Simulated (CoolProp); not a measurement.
Vapour-liquid equilibrium of propane (1) + R236EA (2) at 0.759 MPa; x and y are mole fractions of (1).

The numbers come from the multi-fluid Helmholtz-energy mixture model, Lemmon 2009 and Rui 2013; pair parameters Bell 2016 in CoolProp.

Question: Give the bubble temperature and the first vapour's composition at x = 0.15, 0.55, 0.75. Is there an azeotrope?

Answer: x = 0.15: 313.9 K, y = 0.559; x = 0.55: 294.2 K, y = 0.813; x = 0.75: 291.5 K, y = 0.860. No azeotrope shows between x = 0.05 and 0.95.

The pair parameters rest on a limited set of measurements; away from them the model extrapolates. With so large a gap from Raoult's law the liquid may split in two, which this calculation doesn't test in full.
